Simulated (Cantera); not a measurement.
A closed system holds: 1 mol SiHCl3, 0.2 mol HCl, 280 mol H2, at 13000 Pa.

Equilibrium computed with Cantera from the NASA thermochemical tables; the gas is ideal and each condensed phase is pure. Candidate condensed phases: Si; 19 gas species. Gases not in the tables: Si2H6 and higher silanes. The numbers say what is thermodynamically allowed, not how fast it happens.

### Question
Which condensed phases are stable at each of these points (T (°C)): 1252, 1277, 1302, 1327, 1352, 1377, 1402, 1427, 1452?

### Answer
| T (°C) | condensed phases | Si condensed (%) |
|---|---|---|
| 1252 | Si(s) | 89.3 |
| 1277 | Si(s) | 89.1 |
| 1302 | Si(s) | 88.9 |
| 1327 | Si(s) | 88.7 |
| 1352 | Si(s) | 88.5 |
| 1377 | Si(s) | 88.3 |
| 1402 | Si(s) | 88.0 |
| 1427 | Si(l) | 87.9 |
| 1452 | Si(l) | 88.1 |

From 1252 °C to 1402 °C the condensed part is Si(s). From 1427 °C to 1452 °C the condensed part is Si(l).
